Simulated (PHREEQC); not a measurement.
Solution (25 °C): 0.19 mol/kgw H2SO4, 0.00063 mol/kgw CuSO4 and 0.0043 mol/kgw Fe2(SO4)3. Closed to the air; pH follows from the charge balance.

Model: ion-association model, phreeqc.dat, run in PHREEQC.

Each row changes one thing in this solution. Precipitation was switched off in this run.

| case | pH | ionic strength (mol/kgw) | HSO4- (mol/kgw) | SO4-2 (mol/kgw) | Cu+2 (mol/kgw) | CuSO4 (mol/kgw) |
|---|---|---|---|---|---|---|
| as made | 0.78 | 0.257 | 0.166 | 0.0285 | 0.000436 | 0.000194 |
| diluted 2-fold with water | 1.04 | 0.140 | 0.0771 | (withheld) | 0.000213 | 0.000102 |
| Fe2(SO4)3 replaced by Al2(SO4)3 at the same molality | 0.78 | 0.258 | 0.167 | 0.0283 | (withheld) | 0.000192 |
| temperature from 25 to 90 °C | 0.84 | 0.216 | 0.188 | 0.00720 | 0.000555 | 7.49e-5 |
| CuSO4 from 0.00063 to 0.000567 mol/kgw | 0.78 | 0.257 | 0.166 | 0.0285 | 0.000393 | 0.000174 |
| Fe2(SO4)3 left out | 0.77 | 0.244 | 0.164 | 0.0268 | 0.000440 | 0.000190 |
| diluted 100-fold with water | 2.50 | 0.00517 | 0.000391 | 0.00158 | 5.35e-6 | 9.47e-7 |

Question: Fill in the missing entries.

Answer: 
- diluted 2-fold with water, SO4-2 (mol/kgw): 0.0201
- Fe2(SO4)3 replaced by Al2(SO4)3 at the same molality, Cu+2 (mol/kgw): 0.000438

Species that the database lacks are ignored. Some of these states are supersaturated (in Hematite (slow to form), Goethite (slow to form), for instance). Away from 25 °C the constants follow the database's enthalpies or fits; those with neither stay at their 25 °C values.
